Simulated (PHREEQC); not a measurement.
Make-up at 68 °C: 3.6 mmol/kgw FeSO4, 190 mmol/kgw ZnCl2 and 0.66 mmol/kgw Na2SO4. Closed to the air; pH follows from the charge balance.

Model: ion-association model, phreeqc.dat, run in PHREEQC.

No solid was allowed to form.

Problem. What pH, density, ionic strength does the model give?

Solution. pH 4.68; density 1.001 g/cm³; ionic strength 0.380 mol/kgw.

Problem. In which forms is S present?

Solution. ZnSO4 53 %, SO4-2 44 %, FeSO4 2.3 %, Zn(SO4)2-2 1.1 % of the S.

Constants without temperature data keep their 25 °C values here.
